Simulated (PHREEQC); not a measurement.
Make-up at 25 °C: 0.026 mol MgCl2, 1.2e-06 mol H4SiO4, 0.073 mol NH4Cl and 9.1e-05 mol NaHCO3 per kg of water. Closed to the air; pH follows from the charge balance.

Model: ion-association model, phreeqc.dat, run in PHREEQC.

| quantity | before | after |
|---|---|---|
| pH | 6.20 | 5.99 |
| NH3 (mol/kgw) | 4.49e-5 | 5.40e-5 |
| MgOH+ (mol/kgw) | 6.99e-8 | 1.01e-7 |
| H3SiO4- (mol/kgw) | 3.91e-10 | 3.34e-10 |
| SI of Quartz (SiO2) | -1.92 | -2.06 |

### Question
Which change was made?
A) diluted 10-fold with water
B) NaHCO3 left out
C) H4SiO4 from 1.2e-06 to 6e-07 mol/kgw
D) temperature from 25 to 35 °C
E) NaHCO3 from 9.1e-05 to 0.000182 mol/kgw

### Answer
D, temperature from 25 to 35 °C

This is a speciation only: nothing precipitates in the calculation.
